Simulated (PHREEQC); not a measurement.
1 kg of water holding 0.51 mol/kgw NaCl, 0.034 mol/kgw Na2SO4 and 0.0038 mol/kgw NaOH is evaporated at 60 °C; the solids stay in contact with the brine. No CO2 enters from the air. Only these solids could form: Halite, Mirabilite, Thenardite.

The series has 28 steps of water left (kg), from 1 to 0.005012.

Computed with PHREEQC (Pitzer model, pitzer.dat).

Q: Which solids form, in which order, and at which step of the series does each first stand?

A: Halite from water left = 0.07809 kg (pH 11.33); Thenardite from water left = 0.06418 kg (pH 11.42).

Away from 25 °C the constants follow the database's enthalpies or fits; those with neither stay at their 25 °C values.
